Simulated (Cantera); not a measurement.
A freely propagating, adiabatic, planar premixed flame of 8.48 % CH4, 17.5 % O2, 65.7 % N2, 8.31 % H2O, equivalence ratio 0.97, unburnt at 375 K and 2930 Torr; mixture-averaged transport, grid criteria slope 0.08 and curve 0.16, no radiation.

Detailed kinetics in Cantera: GRI-Mech 3.0 (53 species, 325 reactions). Burning velocities carry a grid error of a few per cent, more on coarse grids.

x: mole fraction of selected species; z is measured from the peak of heat release.

```json
[
 {"z (mm)": "-0.735", "T (K)": "375", "u (m/s)": "0.194", "x CH4": "0.0847", "x O2": "0.175", "x H2O": "0.0831", "x HCN": "<1e-8", "x H2": "0.000598", "x NO": "<1e-8"},
 {"z (mm)": "-0.490", "T (K)": "381", "u (m/s)": "0.197", "x CH4": "0.0843", "x O2": "0.174", "x H2O": "0.0838", "x HCN": "<1e-8", "x H2": "0.00171", "x NO": "<1e-8"},
 {"z (mm)": "-0.368", "T (K)": "399", "u (m/s)": "0.207", "x CH4": "0.0830", "x O2": "0.173", "x H2O": "0.0863", "x HCN": "<1e-8", "x H2": "(withheld)", "x NO": "1.07e-8"},
 {"z (mm)": "-0.245", "T (K)": "508", "u (m/s)": "0.265", "x CH4": "0.0766", "x O2": "0.165", "x H2O": "0.0996", "x HCN": "6.59e-8", "x H2": "0.00532", "x NO": "1.16e-7"},
 {"z (mm)": "-0.123", "T (K)": "973", "u (m/s)": "0.512", "x CH4": "0.0501", "x O2": "0.124", "x H2O": "0.148", "x HCN": "5.17e-7", "x H2": "0.00848", "x NO": "2.33e-6"},
 {"z (mm)": "-0.0613", "T (K)": "1377", "u (m/s)": "0.727", "x CH4": "0.0259", "x O2": "0.0838", "x H2O": "0.188", "x HCN": "1.09e-6", "x H2": "0.0100", "x NO": "6.59e-6"},
 {"z (mm)": "0", "T (K)": "1769", "u (m/s)": "0.933", "x CH4": "0.00392", "x O2": "0.0393", "x H2O": "0.224", "x HCN": "1.90e-6", "x H2": "0.00988", "x NO": "1.22e-5"},
 {"z (mm)": "0.0613", "T (K)": "1925", "u (m/s)": "1.01", "x CH4": "6.20e-5", "x O2": "0.0198", "x H2O": "0.236", "x HCN": "1.05e-6", "x H2": "0.00703", "x NO": "1.81e-5"},
 {"z (mm)": "0.123", "T (K)": "1987", "u (m/s)": "1.04", "x CH4": "5.77e-7", "x O2": "0.0148", "x H2O": "0.239", "x HCN": "2.77e-7", "x H2": "0.00570", "x NO": "2.11e-5"},
 {"z (mm)": "0.245", "T (K)": "2048", "u (m/s)": "1.07", "x CH4": "<1e-8", "x O2": "0.0113", "x H2O": "0.244", "x HCN": "2.68e-8", "x H2": "0.00418", "x NO": "2.39e-5"},
 {"z (mm)": "0.490", "T (K)": "2093", "u (m/s)": "1.09", "x CH4": "<1e-8", "x O2": "0.00883", "x H2O": "0.247", "x HCN": "<1e-8", "x H2": "0.00268", "x NO": "2.71e-5"},
 {"z (mm)": "0.980", "T (K)": "2118", "u (m/s)": "1.10", "x CH4": "<1e-8", "x O2": "0.00743", "x H2O": "0.249", "x HCN": "<1e-8", "x H2": "0.00170", "x NO": "3.07e-5"},
 {"z (mm)": "1.96", "T (K)": "2129", "u (m/s)": "1.10", "x CH4": "<1e-8", "x O2": "(withheld)", "x H2O": "0.250", "x HCN": "<1e-8", "x H2": "(withheld)", "x NO": "(withheld)"}
]
```

**Question.** Fill in the missing entries.

**Answer.** 
- -0.368, x H2: 0.00299
- 1.96, x O2: 0.00682
- 1.96, x H2: 0.00126
- 1.96, x NO: 3.59e-5
